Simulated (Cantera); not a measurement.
A perfectly stirred reactor is fed with 14.1 % H2, 10.1 % O2, 75.8 % N2, at 0.133 bar; it is held at 1375 K, and followed from long to short residence time.

Cantera simulation using the H2/O2 subset of GRI-Mech 3.0, which has no nitrogen chemistry; the numbers are that mechanism's predictions, not measurements. The temperature is held fixed by assumption; the heat of reaction is taken as removed at once.

Q: Predict: x(H2) at τ = 9.20 s; x(O2) at τ = 9.20 s; x(H2O) at τ = 9.20 s; x(H) at τ = 9.20 s; x(OH) at τ = 9.20 s; x(H2) at τ = 60.0 ms; x(O2) at τ = 60.0 ms; x(H2O) at τ = 60.0 ms; x(H) at τ = 60.0 ms; x(OH) at τ = 60.0 ms.

A: 
- x(H2) at τ = 9.20 s = 0.000128
- x(O2) at τ = 9.20 s = 0.0325
- x(H2O) at τ = 9.20 s = 0.152
- x(H) at τ = 9.20 s = 1.66e-5
- x(OH) at τ = 9.20 s = 0.000385
- x(H2) at τ = 60.0 ms = 0.00333
- x(O2) at τ = 60.0 ms = 0.0335
- x(H2O) at τ = 60.0 ms = 0.146
- x(H) at τ = 60.0 ms = 0.00234
- x(OH) at τ = 60.0 ms = 0.00201
